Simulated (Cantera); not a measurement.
What does this Cantera script print?

```python
import numpy as np
import cantera as ct

gas_names = """
    H H2 N NH NH2 NH3 N2 N2H2 N2H4 Si SiH SiH2 SiH3 SiH4 SiN Si2 Si2N Si3
""".split()
cond_names = """
    Si(cr) Si(L) Si3N4(a)
""".split()


# ... load() reads the species with a 1 bar reference pressure and builds the phases ...
atoms = {
    'trisilylamine': {'Si': 3, 'N': 1, 'H': 9},
    'N2': {'N': 2},
}
top_T = {'Si3N4(a)': 2400}  # K; cautious upper limits of use, not melting points


# ... equilibrate(T, P, feed) seeds the gas with the atoms and calls Mixture.equilibrate('TP', solver="vcs", rtol=1e-11, max_steps=5000) ...
results = []
feed = {'trisilylamine': 1, 'N2': 17}  # mol
T = 1598.15  # K
P = 1000  # Pa
mix = equilibrate(T, P, feed)
results.append((T, P, feed, dict(zip(mix.species_names, mix.species_moles))))
print(gas.report(threshold=0.001))
for i in range(1, mix.n_phases):
    print(f"{mix.phase(i).name:16s} {mix.phase_moles(i):12.5e} mol")
```

It prints:

```
       temperature   1598.2 K
          pressure   1000 Pa
           density   0.0016678 kg/m^3
  mean mol. weight   22.162 kg/kmol
   phase of matter   gas

                          1 kg             1 kmol
                     ---------------   ---------------
          enthalpy        1.8653e+06        4.1338e+07  J
   internal energy        1.2657e+06         2.805e+07  J
           entropy             12300        2.7259e+05  J/K
    Gibbs function       -1.7792e+07       -3.9431e+08  J
 heat capacity c_p            1558.6             34541  J/K
 heat capacity c_v            1183.4             26227  J/K

                      mass frac. Y      mole frac. X     chem. pot. / RT
                     ---------------   ---------------   ---------------
                H2          0.020454           0.22484           -24.887
                N2           0.97953            0.7749           -31.069
     [  +16 minor]        1.3373e-05        0.00025422

Si(cr)            0.00000e+00 mol
Si3N4(a)          9.99991e-01 mol
```

Cantera equilibrium calculation (NASA polynomials, part measured and part estimated; ideal gas, pure solids and liquids). The feed counts by its element totals alone.
